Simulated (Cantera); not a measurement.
A perfectly stirred reactor is fed with C₂H₆ : N₂ = 1 : 180 (molar parts), at 13.5 Torr; it is held at 1475 K, and followed from long to short residence time.

Cantera simulation using GRI-Mech 3.0 (53 species, 325 reactions); the numbers are that mechanism's predictions, not measurements. GRI-Mech 3.0 stops at C3 and has no aromatics, soot or wall deposition, so with more carbon than oxygen in the feed, carbon stays in small species such as C2H2 where larger ones or solid carbon would form. Radical loss at walls, strong at low pressure, is not modelled.

Q: What does this change do: N2 180 to 740 parts?

A: 
```
quantity                  before     after
----------------------  --------  --------
x(C₂H₆) at τ = 0.490 s   7.24e-5   2.47e-5
x(HCN) at τ = 0.490 s    9.54e-6   1.80e-5
x(C₂H₂) at τ = 0.490 s   0.00457   0.00108
x(C₂H) at τ = 0.490 s    7.35e-8   4.36e-8
x(CH₃) at τ = 0.490 s   0.000174   7.96e-5
x(C₂H₆) at τ = 20.0 ms   0.00123  0.000395
x(HCN) at τ = 20.0 ms    1.99e-6   2.92e-6
x(C₂H₂) at τ = 20.0 ms   0.00143  0.000228
x(C₂H) at τ = 20.0 ms    5.15e-8   2.49e-8
x(CH₃) at τ = 20.0 ms   0.000689  0.000304
```
